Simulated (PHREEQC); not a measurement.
Consider water at 30 °C with 0.28 mol/kgw NaHSO4. Closed to the air; pH follows from the charge balance.

All values are PHREEQC results (ion-association model, phreeqc.dat), not measurements.

Each row changes one thing in this solution. This is a speciation only: nothing precipitates in the calculation.

| case | pH | ionic strength (mol/kgw) |
|---|---|---|
| as made | 1.12 | 0.431 |
| NaHSO4 replaced by Na2SO4 at the same molality | 7.21 | 0.662 |
| NaHSO4 from 0.28 to 0.056 mol/kgw | 1.65 | 0.106 |
| diluted 100-fold with water | 2.66 | 0.00750 |
| NaHSO4 from 0.28 to 0.56 mol/kgw | 0.88 | 0.801 |
| 0.27 mol/kgw H3PO4 added | 1.05 | 0.444 |
| temperature from 30 to 20 °C | 1.09 | 0.445 |
| NaHSO4 replaced by NaH2PO4 at the same molality | 4.37 | 0.281 |
| NaHSO4 replaced by KHSO4 at the same molality | 1.11 | 0.424 |

The ionic strength passes 0.7 mol/kgw, the rough limit of the ion-association models, in NaHSO4 from 0.28 to 0.56 mol/kgw. Species that the database lacks are ignored.
